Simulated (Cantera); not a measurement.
Input: 1 mol Cr, 0.83 mol N2O, 6.7 mol H2, at 5.40 mbar.

Equilibrium computed with Cantera from the NASA thermochemical tables; the gas is ideal and each condensed phase is pure. Candidate condensed phases: Cr, CrN, Cr2N, Cr2O3, H2O; 29 gas species. Mutual solubility and eutectic melting of coexisting phases are not modelled. The numbers say what is thermodynamically allowed, not how fast it happens.

Question: Which condensed phases are stable at each of these points (T (°C)): 827, 852, 877, 902, 927, 952, 977, 1002, 1027, 1052, 1077, 1102, 1127?

Answer: 
```csv
T (°C),condensed phases,Cr condensed (%)
827,Cr2N(s) + Cr2O3(s),100.0
852,Cr2N(s) + Cr2O3(s),100.0
877,Cr2N(s) + Cr2O3(s),100.0
902,Cr2N(s) + Cr2O3(s),100.0
927,Cr2N(s) + Cr2O3(s),100.0
952,Cr(s) + Cr2O3(s),100.0
977,Cr(s) + Cr2O3(s),100.0
1002,Cr(s) + Cr2O3(s),100.0
1027,Cr(s) + Cr2O3(s),100.0
1052,Cr(s) + Cr2O3(s),100.0
1077,Cr(s) + Cr2O3(s),100.0
1102,Cr(s) + Cr2O3(s),100.0
1127,Cr(s) + Cr2O3(s),100.0
```

From 827 °C to 927 °C the condensed part is Cr2N(s) + Cr2O3(s). From 952 °C to 1127 °C the condensed part is Cr(s) + Cr2O3(s).
